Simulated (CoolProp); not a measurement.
Vapour-liquid equilibrium of propane (1) + isopentane (2) at 0.606 MPa; x and y are mole fractions of (1).

The numbers come from the multi-fluid Helmholtz-energy mixture model, Lemmon 2009 and Lemmon 2006; pair parameters Kunz 2012 in CoolProp.

Q: Give the bubble temperature and the first vapour's composition at x = 0.05, 0.425, 0.8. Is there an azeotrope?

A: x = 0.05: 355.0 K, y = 0.220; x = 0.425: 309.4 K, y = 0.841; x = 0.8: 289.0 K, y = 0.967. No azeotrope shows between x = 0.05 and 0.95.

The pair parameters rest on a limited set of measurements; away from them the model extrapolates.
